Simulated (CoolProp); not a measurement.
A closed Brayton cycle with dry air: compressor inlet 310.15 K and 4 MPa, high pressure 9.78 MPa, turbine inlet 675 K, compressor efficiency 0.89, turbine efficiency 0.9, recuperator effectiveness 0.9 (on enthalpy, no pinch check). Each further row changes one setting.

Values from CoolProp's reference Helmholtz-energy equation of state, Lemmon 2000. It is a pseudo-pure fit of the blend.

| case | thermal efficiency (%) | net work (kJ/kg) | compressor to turbine work | compressor exit (K) | turbine exit (K) |
|---|---|---|---|---|---|
| as stated | 24.1 | 38.6 | 0.73 | 412.8 | 542.8 |
| turbine inlet 625 K | 19.3 | 27.9 | 0.79 | 412.8 | 501.3 |
| compressor inlet 320.15 K | 22.2 | 35.1 | 0.75 | 425.9 | 542.8 |
| high pressure 8.31 MPa | 25.8 | 36.2 | 0.69 | 392.1 | 564.9 |
| recuperator effectiveness 0.5 | 18.0 | 38.6 | 0.73 | 412.8 | 542.8 |
